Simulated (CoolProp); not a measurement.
Vapour-liquid equilibrium of R22 (1) + methanol (2) at 0.65 °C; x and y are mole fractions of (1).

Computed with CoolProp (multi-fluid Helmholtz-energy mixture model, Kamei 1995 and de Reuck 1993; pair parameters Bell 2016).

| x | bubble pressure, mixture model (bar) | bubble pressure, Raoult's law (bar) | y, mixture model | y, Raoult's law |
|---|---|---|---|---|
| 0.05 | … | 0.2944 | 0.915 | 0.864 |
| 0.15 | 1.246 | 0.7988 | 0.969 | 0.955 |
| 0.25 | … | 1.303 | 0.981 | 0.976 |
| 0.35 | 2.426 | 1.808 | 0.986 | 0.985 |
| 0.45 | 2.886 | 2.312 | 0.989 | 0.990 |
| 0.55 | 3.286 | 2.816 | 0.991 | 0.993 |
| 0.65 | 3.650 | 3.321 | 0.993 | 0.996 |
| 0.75 | 4.005 | 3.825 | 0.995 | 0.997 |
| 0.85 | … | 4.329 | 0.996 | 0.999 |
| 0.95 | 4.823 | 4.834 | 0.999 | 1.000 |

Complete the blanks.


- 0.05, bubble pressure, mixture model (bar): 0.4799
- 0.25, bubble pressure, mixture model (bar): 1.887
- 0.85, bubble pressure, mixture model (bar): 4.382

The largest gap from Raoult's law is +63.0 % in bubble pressure, at x = 0.05. No azeotrope shows between x = 0.05 and 0.95.

The pair parameters rest on a limited set of measurements; away from them the model extrapolates. With so large a gap from Raoult's law the liquid may split in two, which this calculation doesn't test in full.
